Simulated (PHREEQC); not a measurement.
Hard or scaling water: speciation

Consider water at 75 °C with 11 mmol/kgw MgCl2 and 1.6 mmol/kgw CO2. Closed to the air; pH follows from the charge balance.

Model: ion-association model, phreeqc.dat, run in PHREEQC.

| Property | Result |
|---|---|
| pH | 4.54 |
| ionic strength | 0.0330 mol/kgw |
| specific conductance | 5620 µS/cm |

```
species  molality  activity   log γ
-------  --------  --------  ------
Cl-        0.0220    0.0182  -0.083
Mg+2       0.0110   0.00551  -0.300
CO2       0.00157   0.00158   0.003
H+        3.39e-5   2.91e-5  -0.066
HCO3-     3.08e-5   2.58e-5  -0.077
MgHCO3+   3.09e-6   2.55e-6  -0.082
(CO2)2    1.57e-7   1.58e-7   0.003
MgOH+     3.88e-8   3.28e-8  -0.073
OH-       8.55e-9   7.04e-9  -0.084
```

Precipitation was switched off in this run. At this temperature some constants are extrapolated from 25 °C, and those without enthalpy data are left unchanged.
